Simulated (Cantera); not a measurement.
Charge: 1 mol SiCl4, 0.15 mol CH4, 6.8 mol H2, at 0.150 bar.

Method: chemical equilibrium by Gibbs-energy minimisation in Cantera with the NASA 1993 tables (ideal gas, pure condensed phases). Candidate condensed phases: C, C6H6, C7H8, C8H18, Si, SiC; 109 gas species. The tables' values for SiCl, SiCl3 are old estimates; treat these amounts as uncertain. Gases not in the tables: Si2H6 and higher silanes. Rates play no part. All values below are at 2225 °C.

Base state: H2 0.585, HCl 0.254, SiCl2 0.0691, H 0.0492, Cl 0.0151, Si 0.0132, SiCl 0.00735, C2H2 (acetylene) 0.00199 (mole fractions); condensed: SiC(s).

Problem. What changes in the equilibrium state with this change: SiCl4 replaced by Si(CH3)4?

Solution. 
| species | before | after |
|---|---|---|
| H2 | 0.585 | 0.917 |
| H | 0.0492 | 0.0616 |
| C2H2 (acetylene) | 0.00199 | 0.00984 |
| HCl | 0.254 | 0 |
| SiCl2 | 0.0691 | 0 |
| Cl | 0.0151 | 0 |
| Si | 0.0132 | 0.00743 |
| SiCl | 0.00735 | 0 |
| SiCl3 | 0.000511 | 0 |
| C4H2 | 2.80e-6 | 4.36e-5 |
| SiC(s), mol | 0.0722 | 0.829 |
| C(graphite), mol | 0 | 2.98 |

Problem. What changes in the equilibrium state with this change: H2 from 6.8 to 2.6 mol?

Solution. 
```tsv
species	before	after
HCl	0.254	0.400
H2	0.585	0.341
SiCl2	0.0691	0.165
Cl	0.0151	0.0311
Si	0.0132	0.00743
H	0.0492	0.0376
SiCl4	2.36e-6	2.39e-5
C4H2	2.80e-6	1.62e-5
Si3	1.09e-5	1.95e-6
C2HCl	9.89e-6	4.90e-5
SiCl3	0.000511	0.00251
SiC(s), mol	0.0722	0.0314
C(graphite), mol	0	0.0545
```
